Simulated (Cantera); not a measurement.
A closed system holds: 1 mol AlN, 7.4 mol H2, at 0.0130 bar.

Method: chemical equilibrium by Gibbs-energy minimisation in Cantera with the NASA 1993 tables (ideal gas, pure condensed phases). Candidate condensed phases: Al, AlN; 13 gas species. The numbers say what is thermodynamically allowed, not how fast it happens.

At 1775 K, list the 4 most abundant gas species with their mole fractions, and the condensed phases.

H2 0.993, Al 0.00287, H 0.00253, N2 0.00152. Condensed: AlN(s).
